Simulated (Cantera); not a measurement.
An isothermal, constant-pressure homogeneous reactor starts with CH₄ : CO₂ = 1 : 2.6 (molar parts), at 1825 K and 7500 Torr.

Model: GRI-Mech 3.0 (53 species, 325 reactions), integrated in Cantera.

x: mole fraction; the columns are a selection and need not sum to one.

```tsv
t (s)	x CH₄	x CO₂	x H₂	x HO₂	x CH₂O	x O₂
4.00e-5	0.253	0.714	0.0177	<1e-12	6.35e-5	1.74e-11
8.25e-5	0.226	0.697	0.0425	1.56e-12	6.25e-5	5.79e-11
0.000170	0.188	0.661	0.0780	2.65e-12	4.77e-5	1.67e-10
0.000350	___	___	0.108	3.87e-12	___	3.93e-10
0.000722	0.0940	0.512	0.112	4.89e-12	3.17e-5	7.33e-10
0.00149	___	___	___	5.71e-12	3.19e-5	___
0.00307	0.0222	0.302	0.0759	6.23e-12	2.72e-5	1.59e-9
0.00632	0.0147	0.246	0.0911	4.47e-12	1.51e-5	1.17e-9
0.0130	0.0125	0.200	0.117	2.58e-12	7.32e-6	7.33e-10
0.0269	0.00963	0.162	0.145	1.54e-12	3.32e-6	5.06e-10
0.0554	0.00583	0.135	0.170	1.04e-12	1.50e-6	4.11e-10
0.114	0.00208	0.122	0.185	<1e-12	7.04e-7	3.74e-10
0.235	0.000184	0.119	0.189	<1e-12	4.35e-7	3.60e-10
0.485	9.09e-7	0.118	0.190	<1e-12	4.12e-7	3.63e-10
1.00	3.53e-7	0.118	0.190	<1e-12	4.12e-7	3.63e-10
```

Q: Complete the blanks.

A: 
- 0.000350, x CH₄: 0.143
- 0.000350, x CO₂: 0.602
- 0.000350, x CH₂O: 3.67e-5
- 0.00149, x CH₄: 0.0493
- 0.00149, x CO₂: 0.397
- 0.00149, x H₂: 0.0895
- 0.00149, x O₂: 1.20e-9
